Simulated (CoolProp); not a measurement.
The fluid at 405.15 K and 0.867 MPa expands adiabatically to 0.0727 MPa with isentropic efficiency 0.9. The same conditions are run with several fluids, on thermodynamics alone (safety and materials aside).

The numbers come from the reference Helmholtz-energy equation of state of each fluid (R123: Younglove 1994; propane: Lemmon 2009; R227EA: Lemmon 2016; CH2F2 (R32): Tillner-Roth 1997; ammonia: Gao 2020) in CoolProp.

**Question.** Rank R123, propane, R227EA, CH2F2 (R32), ammonia by work (kJ/kg), highest first.

**Answer.** ammonia (330), propane (147), CH2F2 (R32) (114), R123 (41.5), R227EA (39.7)

```csv
fluid,final temperature (K),final density (kg/m³)
R123,337.3,4.05
propane,324.3,1.20
R227EA,356.4,4.21
CH2F2 (R32),270.0,1.71
ammonia,245.8,0.617
```
